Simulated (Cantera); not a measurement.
Reactions in the system Cl-Fe-H

Source: NASA polynomial tables (part measured, part estimated), evaluated in Cantera. Values are per mole of reaction as written; species without (g) are pure solids or liquids, kept so even where they would boil at 1 bar.

2 FeCl2(g) + 2 HCl(g) = 2 H(g) + Fe2Cl6(g)

```csv
T (K),ΔH° (kJ),ΔS° (J/K),ΔG° (kJ),log10 K
2473,313.2,-133.0,642.1,-13.56
2573,315.0,-132.3,655.4,-13.30
2673,316.7,-131.7,668.6,-13.06
2773,318.3,-131.0,681.7,-12.84
2873,319.9,-130.5,694.8,-12.63
```
